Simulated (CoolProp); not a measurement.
The fluid at 887.75 K and 13.4 MPa flows at 1.9 m/s in a round tube of 25 mm bore and 0.25 µm roughness, fully developed (64/Re and Nu = 3.66 if laminar; Colebrook and Gnielinski if turbulent). The same conditions are run with several fluids, on thermodynamics alone (safety and materials aside).

Computed with CoolProp (reference Helmholtz-energy equation of state of each fluid (oxygen: Schmidt 1985; nitrogen: Span 2000; dry air: Lemmon 2000; carbon dioxide: Span 1996; normal hydrogen: Leachman 2009)). Blends and air are pseudo-pure fits.

```tsv
fluid	Reynolds number	Darcy friction factor	pressure drop (Pa/m)	heat-transfer coefficient (W/(m² K))	mass flow (kg/h)
oxygen	56900	0.0203	82.3	324	188
nitrogen	58900	0.0202	70.5	300	162
dry air	58400	0.0202	73.4	306	169
carbon dioxide	95300	0.0182	103	466	262
normal hydrogen	8870	0.0319	8.19	438	11.9
```

Above 300 K oxygen's equation is extrapolated.

Transport values come from each fluid's own correlations.
